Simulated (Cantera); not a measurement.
# Transport properties of process gases

Gas mixture: O2 : N2 = 0.18 : 0.87 (molar parts), at 27.0 Pa, frozen composition.

Cantera's kinetic-theory transport with the Lennard-Jones parameters of GRI-Mech 3.0, ideal gas; thermal conductivity in the multicomponent form.

| T (K) | ρ (kg/m³) | cp (J/kg/K) | μ (µPa s) | λ (mW/m/K) | Pr | D (cm²/s) CH3 | D (cm²/s) NH3 | D (cm²/s) NO |
|---|---|---|---|---|---|---|---|---|
| 400 | 0.000233 | 1026 | 22.9 | 33.1 | 0.711 | 1410 | 1440 | 1270 |
| 650 | 0.000143 | 1071 | 32.0 | 48.5 | 0.707 | 3250 | 3480 | 2910 |
| 900 | 0.000104 | 1133 | 39.8 | 63.7 | 0.707 | 5630 | 6160 | 5020 |
| 1150 | 8.10e-5 | 1179 | 46.7 | 77.8 | 0.707 | 8490 | 9400 | 7550 |
| 1400 | 6.66e-5 | 1212 | 53.0 | 91.0 | 0.707 | 11800 | 13100 | 10500 |
| 1650 | 5.65e-5 | 1238 | 59.0 | 103 | 0.706 | 15500 | 17300 | 13800 |
| 1900 | 4.90e-5 | 1258 | 64.6 | 115 | 0.706 | 19600 | 21900 | 17400 |
| 2150 | 4.33e-5 | 1274 | 70.0 | 126 | 0.706 | 24000 | 27000 | 21300 |
D: mixture-averaged diffusion coefficient of that species in the mixture.
